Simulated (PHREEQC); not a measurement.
**Leach liquor (model solution)**

Dissolve 12 mmol/kgw HCl, 0.44 mmol/kgw NiSO4 and 0.61 mmol/kgw MgSO4 at 20 °C. Closed to the air; pH follows from the charge balance.

The numbers come from PHREEQC with the ion-association model, wateq4f.dat.

Each row changes one thing in this solution. Precipitation was switched off in this run.

| case | pH | ionic strength (mol/kgw) | SO4-2 (mol/kgw) | HSO4- (mol/kgw) |
|---|---|---|---|---|
| as made | 1.98 | 0.0152 | 0.000613 | 0.000391 |
| diluted 2-fold with water | 2.27 | 0.00775 | 0.000372 | 0.000134 |
| temperature from 20 to 45 °C | 1.99 | 0.0149 | 0.000473 | 0.000522 |
| diluted 10-fold with water | 2.94 | 0.00160 | 9.53e-5 | 8.35e-6 |
| NiSO4 left out | 1.97 | 0.0139 | 0.000357 | 0.000235 |
| 0.00034 mol/kgw CaCl2 added | 1.98 | 0.0162 | 0.000607 | 0.000383 |
| NiSO4 from 0.00044 to 8.8e-05 mol/kgw | 1.98 | 0.0142 | 0.000409 | 0.000267 |
| 0.00036 mol/kgw CO2 added | 1.98 | 0.0152 | 0.000613 | 0.000391 |
| MgSO4 left out | 1.97 | 0.0134 | 0.000259 | 0.000173 |

Species that the database lacks are ignored. Away from 25 °C the constants follow the database's enthalpies or fits; those with neither stay at their 25 °C values.
